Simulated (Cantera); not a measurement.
Input (Python, Cantera):

```python
import numpy as np
import cantera as ct

gas = ct.Solution("gri30.yaml")
gas.TPX = 1725, 101325, {'NO': 1, 'N2': 0.51}
reactor = ct.IdealGasConstPressureReactor(gas, energy="off", clone=False)
net = ct.ReactorNet([reactor])
net.rtol, net.atol = 1e-08, 1e-18
show = ['NO', 'NO2', 'N2O', 'O2', 'N2', 'O']
times = np.geomspace(0.0003, 100, 13)

steps = ct.SolutionArray(gas, extra=["t"])
rows = []
print(f"{'t/s':>10s}{'T/K':>9s}{'P/Pa':>11s}" + "".join(f"{s:>11s}" for s in show))
for t in times:
    while net.time < t:
        t_next = net.step()
        steps.append(gas.state, t=t_next)
    rows.append([np.interp(t, steps.t, y) for y in (steps.T, steps.P, *steps(*show).X.T)])
    print(f"{t:10.3e}{rows[-1][0]:9.1f}{rows[-1][1]:11.4g}" + "".join(f"{x:11.3e}" for x in rows[-1][2:]))
rate = np.gradient(steps.T, steps.t)
print("integrator steps:", len(steps.t))
if steps.T.max() > steps.T[0] + 200:
    print(f"time of steepest temperature rise: {steps.t[rate.argmax()]:.4e} s")
gas.TPX = 1725, 101325, {'NO': 1, 'N2': 0.51}
gas.equilibrate("TP")
print(f"equilibrium (TP): T = {gas.T:.1f} K  " + "  ".join(f"{s} {gas[s].X[0]:.3e}" for s in show))
```

Output:

```
       t/s      T/K       P/Pa         NO        NO2        N2O         O2         N2          O
 3.000e-04   1725.0  1.013e+05  6.622e-01  1.508e-05  1.466e-05  8.543e-08  3.378e-01  7.685e-07
 8.657e-04   1725.0  1.013e+05  6.621e-01  4.676e-05  3.907e-05  7.609e-07  3.378e-01  1.255e-06
 2.498e-03   1725.0  1.013e+05  6.619e-01  1.412e-04  9.081e-05  1.085e-05  3.378e-01  2.593e-06
 7.208e-03   1725.0  1.013e+05  6.614e-01  2.982e-04  1.542e-04  1.428e-04  3.380e-01  4.611e-06
 2.080e-02   1725.0  1.013e+05  6.599e-01  3.522e-04  1.744e-04  8.074e-04  3.387e-01  5.310e-06
 6.002e-02   1725.0  1.013e+05  6.559e-01  3.955e-04  1.724e-04  2.799e-03  3.408e-01  5.925e-06
 1.732e-01   1725.0  1.013e+05  6.444e-01  4.937e-04  1.659e-04  8.446e-03  3.465e-01  7.374e-06
 4.998e-01   1725.0  1.013e+05  6.133e-01  6.731e-04  1.493e-04  2.387e-02  3.620e-01  1.031e-05
 1.442e+00   1725.0  1.013e+05  5.371e-01  8.897e-04  1.132e-04  6.181e-02  4.001e-01  1.525e-05
 4.162e+00   1725.0  1.013e+05  3.908e-01  9.368e-04  5.913e-05  1.349e-01  4.733e-01  2.177e-05
 1.201e+01   1725.0  1.013e+05  2.084e-01  6.436e-04  1.671e-05  2.263e-01  5.645e-01  2.780e-05
 3.465e+01   1725.0  1.013e+05  7.643e-02  2.680e-04  2.383e-06  2.927e-01  6.306e-01  3.145e-05
 1.000e+02   1725.0  1.013e+05  2.059e-02  7.557e-05  3.486e-07  3.207e-01  6.586e-01  3.287e-05
integrator steps: 1317
equilibrium (TP): T = 1725.0 K  NO 3.687e-03  NO2 1.370e-05  N2O 1.986e-07  O2 3.292e-01  N2 6.670e-01  O 3.329e-05
```

Model: GRI-Mech 3.0 (53 species, 325 reactions), integrated in Cantera.
